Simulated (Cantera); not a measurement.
A perfectly stirred reactor is fed with 15.5 % H2, 16.4 % O2, 62.0 % N2, 3.72 % H2O, 2.33 % CO2, at 750 Torr; it is adiabatic with a 325 K inlet, and is followed from long to short residence time, starting on the burning branch (τ in s: 0.32, 0.084, 0.022, 0.0058, 0.0015, 0.0004, 0.00011, 2.8e-05, 7.3e-06).

Detailed kinetics in Cantera: GRI-Mech 3.0 (53 species, 325 reactions).

Task: Predict: blow-out, bracketed by the residence times tried; x(H2) at τ = 0.320 s; x(O2) at τ = 0.320 s; x(H2O) at τ = 0.320 s; x(NO2) at τ = 0.320 s; x(H2O2) at τ = 0.320 s; x(H2) at τ = 1.50 ms; x(O2) at τ = 1.50 ms; x(H2O) at τ = 1.50 ms; x(NO2) at τ = 1.50 ms; x(H2O2) at τ = 1.50 ms.

Result: 
- blow-out, bracketed by the residence times tried: burning at 0.110 ms, out at 28.0 µs
- x(H2) at τ = 0.320 s: 7.42e-5
- x(O2) at τ = 0.320 s: 0.0940
- x(H2O) at τ = 0.320 s: 0.208
- x(NO2) at τ = 0.320 s: 1.32e-8
- x(H2O2) at τ = 0.320 s: 1.74e-7
- x(H2) at τ = 1.50 ms: 0.00258
- x(O2) at τ = 1.50 ms: 0.0942
- x(H2O) at τ = 1.50 ms: 0.204
- x(NO2) at τ = 1.50 ms: 3.22e-9
- x(H2O2) at τ = 1.50 ms: 1.90e-6
